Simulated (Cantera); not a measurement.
Charge: 1 mol PbO, 0.86 mol C, 0.1 mol H2, 3 mol CO, at 3.60 bar.

Method: chemical equilibrium by Gibbs-energy minimisation in Cantera with the NASA 1993 tables (ideal gas, pure condensed phases). Candidate condensed phases: C, C6H6, C7H8, C8H18, H2O, Pb, PbO, PbO2, Pb3O4; 113 gas species. Gases not in the tables: (PbO)n polymers. Kinetics and transport are ignored.

Q: Which condensed phases are stable at each of these points (T (°C)): 1150, 1300, 1450, 1600, 1750, 1900, 2050, 2200, 2350?

A: 
```json
[
 {"T (°C)": "1150", "condensed phases": "Pb(l)", "Pb condensed (%)": "98.8"},
 {"T (°C)": "1300", "condensed phases": "Pb(l)", "Pb condensed (%)": "94.6"},
 {"T (°C)": "1450", "condensed phases": "Pb(l)", "Pb condensed (%)": "81.7"},
 {"T (°C)": "1600", "condensed phases": "Pb(l)", "Pb condensed (%)": "45.8"},
 {"T (°C)": "1750", "condensed phases": "gas only", "Pb condensed (%)": "0.0"},
 {"T (°C)": "1900", "condensed phases": "gas only", "Pb condensed (%)": "0.0"},
 {"T (°C)": "2050", "condensed phases": "gas only", "Pb condensed (%)": "0.0"},
 {"T (°C)": "2200", "condensed phases": "gas only", "Pb condensed (%)": "0.0"},
 {"T (°C)": "2350", "condensed phases": "gas only", "Pb condensed (%)": "0.0"}
]
```

From 1150 °C to 1600 °C the condensed part is Pb(l). From 1750 °C to 2350 °C nothing is condensed.
